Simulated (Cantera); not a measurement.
Input: 1 mol CO, 0.094 mol O2, 0.58 mol H2, equilibrated at 5.80 bar.

Method: chemical equilibrium by Gibbs-energy minimisation in Cantera with the NASA 1993 tables (ideal gas, pure condensed phases). Candidate condensed phases: C, C6H6, C7H8, C8H18, H2O; 110 gas species. The numbers say what is thermodynamically allowed, not how fast it happens. All values below are at 2575 K.

Base state: CO 0.600, H2 0.274, H2O 0.0879, CO2 0.0301, H 0.00752, OH 0.000544 (mole fractions); condensed: gas only.

Problem. What changes in the equilibrium state with this change: H2 from 0.58 to 8.1 mol?

Solution. 
| species | before | after |
|---|---|---|
| H2 | 0.274 | 0.857 |
| CO | 0.600 | 0.109 |
| H2O | 0.0879 | 0.0201 |
| CO2 | 0.0301 | 0.000397 |
| H | 0.00752 | 0.0133 |
| OH | 0.000544 | 7.02e-5 |
